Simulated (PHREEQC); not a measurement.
0.81 g of hydrous ferric oxide (600 m²/g; 0.2 weak and 0.005 strong sites per Fe, Dzombak-Morel constants, diffuse double layer) in 1 kg of water with 0.3 mol/kgw of an inert sodium salt and 0.0017 mol ZnCl2, at 25 °C; the pH is set by adding NaOH or the inert anion's acid. O2 is buffered at 0.21 atm. No CO2 enters from the air. Nothing may precipitate in this run.

Base run: PHREEQC, ion-association model, wateq4f.dat. Each further column changes one thing. The table gives Zn sorbed (%).

```json
[
 {"pH": "4", "base": "0.1", "background salt from 0.3 to 0.03 mol/kgw": "0.1", "oxide from 0.81 to 4.1 g/kgw": "0.3"},
 {"pH": "4.75", "base": "1.1", "background salt from 0.3 to 0.03 mol/kgw": "1.2", "oxide from 0.81 to 4.1 g/kgw": "5.3"},
 {"pH": "5.88", "base": "8.7", "background salt from 0.3 to 0.03 mol/kgw": "8.6", "oxide from 0.81 to 4.1 g/kgw": "35.4"},
 {"pH": "6.62", "base": "36.5", "background salt from 0.3 to 0.03 mol/kgw": "31.9", "oxide from 0.81 to 4.1 g/kgw": "85.3"},
 {"pH": "7.38", "base": "61.2", "background salt from 0.3 to 0.03 mol/kgw": "53.3", "oxide from 0.81 to 4.1 g/kgw": "98.9"},
 {"pH": "8.12", "base": "71.6", "background salt from 0.3 to 0.03 mol/kgw": "61.7", "oxide from 0.81 to 4.1 g/kgw": "99.9"},
 {"pH": "9.25", "base": "66.2", "background salt from 0.3 to 0.03 mol/kgw": "58.6", "oxide from 0.81 to 4.1 g/kgw": "100.0"},
 {"pH": "10", "base": "57.7", "background salt from 0.3 to 0.03 mol/kgw": "55.2", "oxide from 0.81 to 4.1 g/kgw": "100.0"}
]
```

In at least one series the solution becomes supersaturated in solids that the run did not let form, among them Zincite(c), Zn5(OH)8Cl2.
